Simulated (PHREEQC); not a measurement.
Make-up at 25 °C: 0.82 mol MgSO4 and 2.4 mol NaCl per kg of water. Closed to the air; pH follows from the charge balance.

Computed with PHREEQC (Pitzer model, pitzer.dat).

This is a speciation only: nothing precipitates in the calculation.

Question: Predict the activity of water, density.

Answer: activity of water 0.884; density 1.168 g/cm³.
